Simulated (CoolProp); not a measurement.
Aqueous lithium chloride as a coolant, at 0 °C, 1 atm.

Computed with CoolProp (Melinder's fits for secondary coolants).

| mass % | freezing point (°C) | density (kg/m³) | viscosity (mPa s) | Prandtl number | conductivity (W/(m K)) |
|---|---|---|---|---|---|
| 4.3 | -4.2 | 1026 | 2.00 | 14.3 | 0.553 |
| 6.2 | -6.6 | 1037 | 2.12 | 14.8 | 0.550 |
| 8.1 | -9.2 | ? | 2.26 | 15.4 | 0.546 |
| 10 | -12.2 | 1060 | 2.41 | 16.1 | 0.543 |
| 11.9 | -15.8 | 1071 | 2.58 | 16.9 | 0.539 |
| 13.7 | -20.1 | 1082 | 2.76 | 17.7 | 0.536 |
| 15.6 | -25.8 | ? | 2.98 | 18.6 | 0.533 |
| 17.5 | -32.9 | ? | 3.21 | 19.7 | 0.529 |
| 19.4 | -41.1 | 1117 | 3.48 | 20.9 | 0.526 |
| 21.3 | -50.1 | 1129 | 3.79 | 22.4 | 0.522 |
| 23.1 | -58.8 | 1140 | 4.14 | 24.2 | 0.519 |

Fill in the missing entries.


- 8.1, density (kg/m³): 1048
- 15.6, density (kg/m³): 1093
- 17.5, density (kg/m³): 1105
